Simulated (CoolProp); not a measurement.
Vapour-liquid equilibrium of n-hexane (1) + toluene (2) at 0.00869 MPa; x and y are mole fractions of (1).

Computed with CoolProp (multi-fluid Helmholtz-energy mixture model, Thol 2019 and Lemmon 2006; pair parameters Bell 2016).

```json
[
 {"x": "0.05", "bubble temperature, mixture model (K)": "309.0", "bubble temperature, Raoult's law (K)": "311.5", "y, mixture model": "0.285", "y, Raoult's law": "0.201"},
 {"x": "0.2", "bubble temperature, mixture model (K)": "298.2", "bubble temperature, Raoult's law (K)": "302.6", "y, mixture model": "0.640", "y, Raoult's law": "0.561"},
 {"x": "0.35", "bubble temperature, mixture model (K)": "292.4", "bubble temperature, Raoult's law (K)": "296.1", "y, mixture model": "0.774", "y, Raoult's law": "0.744"},
 {"x": "0.5", "bubble temperature, mixture model (K)": "288.6", "bubble temperature, Raoult's law (K)": "291.2", "y, mixture model": "0.848", "y, Raoult's law": "0.849"},
 {"x": "0.65", "bubble temperature, mixture model (K)": "285.7", "bubble temperature, Raoult's law (K)": "287.2", "y, mixture model": "0.901", "y, Raoult's law": "0.916"},
 {"x": "0.8", "bubble temperature, mixture model (K)": "283.2", "bubble temperature, Raoult's law (K)": "283.8", "y, mixture model": "0.945", "y, Raoult's law": "0.960"},
 {"x": "0.95", "bubble temperature, mixture model (K)": "280.9", "bubble temperature, Raoult's law (K)": "281.0", "y, mixture model": "0.986", "y, Raoult's law": "0.992"}
]
```

The largest gap from Raoult's law is -4.4 K in bubble temperature, at x = 0.2. No azeotrope shows between x = 0.05 and 0.95.

The pair parameters rest on a limited set of measurements; away from them the model extrapolates.
